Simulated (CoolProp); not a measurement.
Vapour-liquid equilibrium of carbon dioxide (1) + propane (2) at 1010 kPa; x and y are mole fractions of (1).

Values from CoolProp's multi-fluid Helmholtz-energy mixture model, Span 1996 and Lemmon 2009; pair parameters Kunz 2012.

Question: Give the bubble temperature and the first vapour's composition at x = 0.125, 0.2, 0.275. Is there an azeotrope?

Answer: x = 0.125: -2.3 °C, y = 0.567; x = 0.2: -13.9 °C, y = 0.716; x = 0.275: -21.8 °C, y = 0.796. No azeotrope shows between x = 0.05 and 0.95.

Pair parameters are fitted to limited data, so mixtures are less certain than the pure fluids. With so large a gap from Raoult's law the liquid may split in two, which this calculation doesn't test in full.
